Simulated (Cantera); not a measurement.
Input (Python, Cantera) and output of one run.

```python
import numpy as np
import cantera as ct

gas_names = [...]  # 87 gases of nasa_gas.yaml made of C, H, Si
cond_names = """
    C(gr) C6H6(L) C7H8(L) C8H18(L),n-octa Si(cr) Si(L) SiC(b)
""".split()


# ... load() reads the species with a 1 bar reference pressure and builds the phases ...
atoms = {
    'CH3SiH3': {'C': 1, 'H': 6, 'Si': 1},
    'C2H2': {'C': 2, 'H': 2},
    'H2': {'H': 2},
}
top_T = {'C(gr)': 4500, 'SiC(b)': 3050}  # K; cautious upper limits of use, not melting points


# ... equilibrate(T, P, feed) seeds the gas with the atoms and calls Mixture.equilibrate('TP', solver="vcs", rtol=1e-11, max_steps=5000) ...
results = []
feed = {'CH3SiH3': 1, 'C2H2': 0.026, 'H2': 200}  # mol
T = 2200  # K
P = 270  # Pa
mix = equilibrate(T, P, feed)
results.append((T, P, feed, dict(zip(mix.species_names, mix.species_moles))))
x = sorted(zip(gas.X, gas.species_names), reverse=True)
print(f"T = {T:g} K  P = {P:g} Pa  gas = {mix.phase_moles(0):.4g} mol")
print("   x: " + "  ".join(f"{s} {v:.3e}" for v, s in x if v > 0.0001))
print("   condensed (mol): " + ("  ".join(f"{mix.phase(i).name} {mix.phase_moles(i):.4g}"
      for i in range(1, mix.n_phases) if mix.phase_moles(i) > 1e-12) or "none"))
```

Output:

```
T = 2200 K  P = 270 Pa  gas = 215 mol
   x: H2 8.910e-01  H 1.023e-01  Si 4.073e-03  C2H2,acetylene 2.049e-03  SiC2 3.512e-04
   condensed (mol): none
```

These are equilibrium values from Cantera (NASA tables, ideal gas, pure condensed phases), not measurements of a reactor. The feed counts by its element totals alone.
